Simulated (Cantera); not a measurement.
Charge: 1 mol SiH4, 16 mol N2, 0.34 mol H2, 0.78 mol NH3, at 1000 K and 85.0 mbar.

Equilibrium computed with Cantera from the NASA thermochemical tables; the gas is ideal and each condensed phase is pure. Candidate condensed phases: Si, Si3N4; 18 gas species. Equilibrium is a limit: real reactors are often held back by kinetics, nucleation or transport.

Base state: N2 0.818, H2 0.182 (mole fractions); condensed: Si3N4(s).

Problem. What changes in the equilibrium state with this change: temperature from 1000 K to 2000 K?

Solution. 
```tsv
species	before	after
N2	0.818	0.822
H2	0.182	0.175
H	3.33e-9	0.00233
Si	<1e-9	0.000512
Si2N	<1e-9	4.63e-5
SiH	<1e-9	4.24e-5
SiN	<1e-9	3.53e-5
SiH2	<1e-9	1.86e-5
Si3N4(s), mol	0.333	0
Si(l), mol	0	0.986
```
The tables' values for SiN are old estimates; treat these amounts as uncertain. Gases not in the tables: Si2H6 and higher silanes.
